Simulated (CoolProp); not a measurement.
100 sccm (0 °C, 1 atm) of nitrogen bubbles through liquid octamethylcyclotetrasiloxane (D4) at 347.3 K and leaves saturated at a total pressure of 0.0129 MPa (ideal gas phase). Each further row changes one setting.

Computed with CoolProp (reference Helmholtz-energy equation of state, Thol 2015).

```
case                       vapour pressure (kPa)  mole fraction of vapour  delivery (mg/min)  delivery (sccm)  change of delivery for a bath 1 K warmer (%)
-------------------------  ---------------------  -----------------------  -----------------  ---------------  --------------------------------------------
as stated                                   2.71                        …                  …             26.6                                           6.5
bath temperature 352.3 K                    3.46                    0.268                  …                …                                             …
total pressure 0.0258 MPa                   2.71                    0.105                155             11.7                                             …
```

**Question.** Some entries are withheld; supply them.

**Answer.** 
- as stated, mole fraction of vapour: 0.210
- as stated, delivery (mg/min): 351
- bath temperature 352.3 K, delivery (mg/min): 485
- bath temperature 352.3 K, delivery (sccm): 36.6
- bath temperature 352.3 K, change of delivery for a bath 1 K warmer (%): 6.8
- total pressure 0.0258 MPa, change of delivery for a bath 1 K warmer (%): 5.7
